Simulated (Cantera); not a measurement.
What does this Cantera script print?

```python
import numpy as np
import cantera as ct

gas_names = """
    N NO NO2 NO3 N2 N2O O O2 O3 Zr ZrN ZrO ZrO2
""".split()
cond_names = """
    Zr(a) Zr(b) Zr(L) ZrN(s) ZrN(L) ZrO2(a) ZrO2(b) ZrO2(L)
""".split()


# ... load() reads the species with a 1 bar reference pressure and builds the phases ...
atoms = {
    'Zr': {'Zr': 1},
    'N2O': {'N': 2, 'O': 1},
    'N2': {'N': 2},
}
top_T = {}  # K; cautious upper limits of use, not melting points


# ... equilibrate(T, P, feed) seeds the gas with the atoms and calls Mixture.equilibrate('TP', solver="vcs", rtol=1e-11, max_steps=5000) ...
results = []
feed = {'Zr': 1, 'N2O': 1.1, 'N2': 3.9}  # mol
P = 101325  # Pa
for T in [1350, 1400, 1450, 1500, 1550, 1600, 1650, 1700, 1750, 1800, 1850, 1900]:
    mix = equilibrate(T, P, feed)
    results.append((T, P, feed, dict(zip(mix.species_names, mix.species_moles))))
    x = sorted(zip(gas.X, gas.species_names), reverse=True)
    print(f"T = {T:g} K  P = {P:g} Pa  gas = {mix.phase_moles(0):.4g} mol")
    print("   x: " + "  ".join(f"{s} {v:.3e}" for v, s in x if v > 0.0001))
    print("   condensed (mol): " + ("  ".join(f"{mix.phase(i).name} {mix.phase_moles(i):.4g}"
          for i in range(1, mix.n_phases) if mix.phase_moles(i) > 1e-12) or "none"))
```

Result:

```
T = 1350 K  P = 101325 Pa  gas = 4.775 mol
   x: N2 1.000e+00
   condensed (mol): ZrN(s) 0.45  ZrO2(a) 0.55
T = 1400 K  P = 101325 Pa  gas = 4.775 mol
   x: N2 1.000e+00
   condensed (mol): ZrN(s) 0.45  ZrO2(a) 0.55
T = 1450 K  P = 101325 Pa  gas = 4.775 mol
   x: N2 1.000e+00
   condensed (mol): ZrN(s) 0.45  ZrO2(a) 0.55
T = 1500 K  P = 101325 Pa  gas = 4.775 mol
   x: N2 1.000e+00
   condensed (mol): ZrN(s) 0.45  ZrO2(b) 0.55
T = 1550 K  P = 101325 Pa  gas = 4.775 mol
   x: N2 1.000e+00
   condensed (mol): ZrN(s) 0.45  ZrO2(b) 0.55
T = 1600 K  P = 101325 Pa  gas = 4.775 mol
   x: N2 1.000e+00
   condensed (mol): ZrN(s) 0.45  ZrO2(b) 0.55
T = 1650 K  P = 101325 Pa  gas = 4.775 mol
   x: N2 1.000e+00
   condensed (mol): ZrN(s) 0.45  ZrO2(b) 0.55
T = 1700 K  P = 101325 Pa  gas = 4.775 mol
   x: N2 1.000e+00
   condensed (mol): ZrN(s) 0.45  ZrO2(b) 0.55
T = 1750 K  P = 101325 Pa  gas = 4.775 mol
   x: N2 1.000e+00
   condensed (mol): ZrN(s) 0.45  ZrO2(b) 0.55
T = 1800 K  P = 101325 Pa  gas = 4.775 mol
   x: N2 1.000e+00
   condensed (mol): ZrN(s) 0.45  ZrO2(b) 0.55
T = 1850 K  P = 101325 Pa  gas = 4.775 mol
   x: N2 1.000e+00
   condensed (mol): ZrN(s) 0.45  ZrO2(b) 0.55
T = 1900 K  P = 101325 Pa  gas = 4.775 mol
   x: N2 1.000e+00
   condensed (mol): ZrN(s) 0.45  ZrO2(b) 0.55
```

Cantera equilibrium calculation (NASA polynomials, part measured and part estimated; ideal gas, pure solids and liquids). Mutual solubility and eutectic melting of coexisting phases are not modelled. ZrN: taken at fixed stoichiometry. Condensed phases not in the tables: solid solutions among these carbides, nitrides and lower oxides.
